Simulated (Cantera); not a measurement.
**Thermodynamics of aluminium nitride and oxide growth, feed AlCl3 + N2O + H2**

Feed: 1 mol AlCl3, 1.2 mol N2O, 250 mol H2, at 0.100 bar.

These are equilibrium values from Cantera (NASA tables, ideal gas, pure condensed phases), not measurements of a reactor. Candidate condensed phases: Al, AlCl3, AlN, Al2O3, H2O, NH4Cl; 45 gas species. Mutual solubility and eutectic melting of coexisting phases are not modelled. The tables' values for AlCl2 are old estimates; treat these amounts as uncertain. Condensed phases not in the tables: AlOCl, aluminium oxynitride. Equilibrium is a limit: real reactors are often held back by kinetics, nucleation or transport.

From 452 °C to 1152 °C the condensed part is AlN(s) + Al2O3(s). From 1252 °C to 1752 °C the condensed part is Al2O3(s). The main Al-bearing gas is AlCl3 at 452 °C and AlCl at 1752 °C. The share of Al in condensed phases is highest at 452 °C (96.7 %) and lowest at 1752 °C (60.4 %).

```json
[
 {"T (°C)": "452", "x H2": "0.984", "x HCl": "0.0115", "x H": "<1e-12", "x N2": "0.00440", "x AlCl": "<1e-12", "x H2O": "4.52e-10", "x AlCl3": "0.000130", "n AlN(s)": "0.167", "n Al2O3(s)": "0.400"},
 {"T (°C)": "552", "x H2": "0.984", "x HCl": "0.0114", "x H": "2.49e-11", "x N2": "0.00443", "x AlCl": "<1e-12", "x H2O": "3.33e-9", "x AlCl3": "0.000166", "n AlN(s)": "0.158", "n Al2O3(s)": "0.400"},
 {"T (°C)": "652", "x H2": "0.984", "x HCl": "0.0113", "x H": "8.17e-10", "x N2": "0.00445", "x AlCl": "2.66e-11", "x H2O": "1.57e-8", "x AlCl3": "0.000201", "n AlN(s)": "0.149", "n Al2O3(s)": "0.400"},
 {"T (°C)": "752", "x H2": "0.984", "x HCl": "0.0112", "x H": "1.37e-8", "x N2": "0.00447", "x AlCl": "2.37e-9", "x H2O": "5.40e-8", "x AlCl3": "0.000235", "n AlN(s)": "0.141", "n Al2O3(s)": "0.400"},
 {"T (°C)": "852", "x H2": "0.984", "x HCl": "0.0111", "x H": "1.39e-7", "x N2": "0.00449", "x AlCl": "9.39e-8", "x H2O": "1.48e-7", "x AlCl3": "0.000265", "n AlN(s)": "0.133", "n Al2O3(s)": "0.400"},
 {"T (°C)": "952", "x H2": "0.984", "x HCl": "0.0110", "x H": "9.78e-7", "x N2": "0.00450", "x AlCl": "2.01e-6", "x H2O": "3.41e-7", "x AlCl3": "0.000292", "n AlN(s)": "0.125", "n Al2O3(s)": "0.400"},
 {"T (°C)": "1052", "x H2": "0.984", "x HCl": "0.0109", "x H": "5.13e-6", "x N2": "0.00453", "x AlCl": "2.68e-5", "x H2O": "6.89e-7", "x AlCl3": "0.000313", "n AlN(s)": "0.109", "n Al2O3(s)": "0.400"},
 {"T (°C)": "1152", "x H2": "0.984", "x HCl": "0.0105", "x H": "2.14e-5", "x N2": "0.00467", "x AlCl": "0.000238", "x H2O": "1.27e-6", "x AlCl3": "0.000307", "n AlN(s)": "0.0413", "n Al2O3(s)": "0.400"},
 {"T (°C)": "1252", "x H2": "0.984", "x HCl": "0.0107", "x H": "7.42e-5", "x N2": "0.00475", "x AlCl": "0.000575", "x H2O": "4.32e-6", "x AlCl3": "0.000120", "n AlN(s)": "0", "n Al2O3(s)": "0.400"},
 {"T (°C)": "1352", "x H2": "0.983", "x HCl": "0.0109", "x H": "0.000221", "x N2": "0.00475", "x AlCl": "0.000708", "x H2O": "1.83e-5", "x AlCl3": "3.03e-5", "n AlN(s)": "0", "n Al2O3(s)": "0.398"},
 {"T (°C)": "1452", "x H2": "0.983", "x HCl": "0.0110", "x H": "0.000582", "x N2": "0.00475", "x AlCl": "0.000787", "x H2O": "6.84e-5", "x AlCl3": "8.09e-6", "n AlN(s)": "0", "n Al2O3(s)": "0.394"},
 {"T (°C)": "1552", "x H2": "0.982", "x HCl": "0.0109", "x H": "0.00138", "x N2": "0.00474", "x AlCl": "0.000899", "x H2O": "0.000212", "x AlCl3": "2.55e-6", "n AlN(s)": "0", "n Al2O3(s)": "0.382"},
 {"T (°C)": "1652", "x H2": "0.980", "x HCl": "0.0107", "x H": "0.00299", "x N2": "0.00474", "x AlCl": "0.00112", "x H2O": "0.000539", "x AlCl3": "9.80e-7", "n AlN(s)": "0", "n Al2O3(s)": "0.354"},
 {"T (°C)": "1752", "x H2": "0.976", "x HCl": "0.0102", "x H": "0.00601", "x N2": "0.00473", "x AlCl": "0.00151", "x H2O": "0.00114", "x AlCl3": "4.39e-7", "n AlN(s)": "0", "n Al2O3(s)": "0.302"}
]
```
x: gas mole fraction; n: condensed amount in mol.
